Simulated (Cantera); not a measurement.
# Gas activation for diamond growth

An isothermal, constant-pressure homogeneous reactor starts with CH₄ : H₂ : O₂ = 0.012 : 1 : 0.0065 (molar parts), equivalence ratio 81, at 2875 K and 13.5 Torr.

Detailed kinetics in Cantera: GRI-Mech 3.0 (53 species, 325 reactions). Radical loss at walls, strong at low pressure, is not modelled.

```tsv
t (s)	x CH₄	x H₂	x O₂	x C₂H	x HO₂
2.00e-6	0.0117	0.982	0.00637	<1e-12	6.60e-6
1.58e-5	0.0112	0.980	0.00629	4.96e-12	2.34e-5
0.000124	0.00856	0.961	0.00353	1.09e-7	6.60e-6
0.000982	0.00160	0.920	4.25e-8	3.23e-5	1.07e-10
0.00775	0.000115	0.875	4.47e-8	4.11e-5	6.71e-11
0.0611	5.99e-8	0.709	8.70e-9	1.24e-7	4.54e-12
0.482	<1e-12	0.464	4.17e-8	<1e-12	7.81e-12
3.80	<1e-12	0.455	4.34e-8	<1e-12	7.85e-12
30.0	<1e-12	0.455	4.34e-8	<1e-12	7.85e-12
```
x: mole fraction; the columns are a selection and need not sum to one.

Equilibrium at this temperature and pressure: CH₄ <1e-12, H₂ 0.455, O₂ 4.34e-8, C₂H <1e-12, HO₂ 7.85e-12 (gas phase only).
